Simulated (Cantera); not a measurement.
## SiHCl3 + HCl + N2 (silicon epitaxy and polysilicon growth)

Feed: 1 mol SiHCl3, 0.029 mol HCl, a varied amount of N2, at 1573 K and 1330 Pa.

Method: chemical equilibrium by Gibbs-energy minimisation in Cantera with the NASA 1993 tables (ideal gas, pure condensed phases). Candidate condensed phases: NH4Cl, Si, Si3N4; 28 gas species. The tables' values for SiCl3 are old estimates; treat these amounts as uncertain. The numbers say what is thermodynamically allowed, not how fast it happens.

| n(N2) (mol) | x N2 | x SiCl2 | x HCl | x SiCl3 | x H2 |
|---|---|---|---|---|---|
| 24 | 0.925 | 0.0337 | 0.0335 | 0.00375 | 0.00305 |
| 30 | 0.939 | 0.0276 | 0.0275 | 0.00290 | 0.00232 |
| 37 | 0.950 | 0.0228 | 0.0228 | 0.00226 | 0.00179 |
| 45 | 0.958 | 0.0191 | 0.0191 | 0.00179 | 0.00140 |
| 55 | 0.965 | 0.0158 | 0.0159 | 0.00140 | 0.00109 |
| 68 | 0.972 | 0.0130 | 0.0130 | 0.00108 | 0.000832 |
| 83 | 0.977 | 0.0108 | 0.0108 | 0.000840 | 0.000647 |
| 100 | 0.981 | 0.00901 | 0.00906 | 0.000664 | 0.000512 |
| 130 | 0.985 | 0.00702 | 0.00705 | 0.000474 | 0.000369 |
| 150 | 0.987 | 0.00612 | 0.00615 | 0.000394 | 0.000309 |
| 190 | 0.990 | 0.00487 | 0.00489 | 0.000288 | 0.000231 |
| 230 | 0.991 | 0.00405 | 0.00406 | 0.000224 | 0.000183 |
| 280 | 0.993 | 0.00335 | 0.00335 | 0.000171 | 0.000145 |
x: gas mole fraction; nothing condenses.

From 24 mol N2 to 280 mol N2 nothing is condensed. The main Si-bearing gas is SiCl2 throughout.
